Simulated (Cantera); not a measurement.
Cantera run:

```python
import numpy as np
import cantera as ct

gas_names = """
    H H2 Pb Pb2
""".split()
cond_names = """
    Pb(cr) Pb(L)
""".split()


# ... load() reads the species with a 1 bar reference pressure and builds the phases ...
atoms = {
    'Pb': {'Pb': 1},
    'H2': {'H': 2},
}
top_T = {}  # K; cautious upper limits of use, not melting points


# ... equilibrate(T, P, feed) seeds the gas with the atoms and calls Mixture.equilibrate('TP', solver="vcs", rtol=1e-11, max_steps=5000) ...
results = []
P = 1333.22  # Pa
for T in [673, 773, 873, 973, 1073, 1173, 1273, 1373, 1473]:
    for m in [0.42, 0.76, 1.4, 2.6, 4.7, 8.6, 16, 29, 53, 98]:
        feed = {'Pb': 1, 'H2': m}  # mol
        mix = equilibrate(T, P, feed)
        results.append((T, P, feed, dict(zip(mix.species_names, mix.species_moles))))

for T, P, feed, n in results:
    print(f"{T:7g} {feed['H2']:10.4g}  " + (" + ".join(c for c in cond_names if n.get(c, 0) > 1e-12) or "gas only"))
```

Result:

```
    673       0.42  Pb(L)
    673       0.76  Pb(L)
    673        1.4  Pb(L)
    673        2.6  Pb(L)
    673        4.7  Pb(L)
    673        8.6  Pb(L)
    673         16  Pb(L)
    673         29  Pb(L)
    673         53  Pb(L)
    673         98  Pb(L)
    773       0.42  Pb(L)
    773       0.76  Pb(L)
    773        1.4  Pb(L)
    773        2.6  Pb(L)
    773        4.7  Pb(L)
    773        8.6  Pb(L)
    773         16  Pb(L)
    773         29  Pb(L)
    773         53  Pb(L)
    773         98  Pb(L)
    873       0.42  Pb(L)
    873       0.76  Pb(L)
    873        1.4  Pb(L)
    873        2.6  Pb(L)
    873        4.7  Pb(L)
    873        8.6  Pb(L)
    873         16  Pb(L)
    873         29  Pb(L)
    873         53  Pb(L)
    873         98  Pb(L)
    973       0.42  Pb(L)
    973       0.76  Pb(L)
    973        1.4  Pb(L)
    973        2.6  Pb(L)
    973        4.7  Pb(L)
    973        8.6  Pb(L)
    973         16  Pb(L)
    973         29  Pb(L)
    973         53  Pb(L)
    973         98  Pb(L)
   1073       0.42  Pb(L)
   1073       0.76  Pb(L)
   1073        1.4  Pb(L)
   1073        2.6  Pb(L)
   1073        4.7  Pb(L)
   1073        8.6  Pb(L)
   1073         16  Pb(L)
   1073         29  Pb(L)
   1073         53  Pb(L)
   1073         98  Pb(L)
   1173       0.42  Pb(L)
   1173       0.76  Pb(L)
   1173        1.4  Pb(L)
   1173        2.6  Pb(L)
   1173        4.7  Pb(L)
   1173        8.6  Pb(L)
   1173         16  Pb(L)
   1173         29  Pb(L)
   1173         53  gas only
   1173         98  gas only
   1273       0.42  Pb(L)
   1273       0.76  Pb(L)
   1273        1.4  Pb(L)
   1273        2.6  Pb(L)
   1273        4.7  Pb(L)
   1273        8.6  gas only
   1273         16  gas only
   1273         29  gas only
   1273         53  gas only
   1273         98  gas only
   1373       0.42  Pb(L)
   1373       0.76  Pb(L)
   1373        1.4  gas only
   1373        2.6  gas only
   1373        4.7  gas only
   1373        8.6  gas only
   1373         16  gas only
   1373         29  gas only
   1373         53  gas only
   1373         98  gas only
   1473       0.42  gas only
   1473       0.76  gas only
   1473        1.4  gas only
   1473        2.6  gas only
   1473        4.7  gas only
   1473        8.6  gas only
   1473         16  gas only
   1473         29  gas only
   1473         53  gas only
   1473         98  gas only
```

Method: chemical equilibrium by Gibbs-energy minimisation in Cantera with the NASA 1993 tables (ideal gas, pure condensed phases).
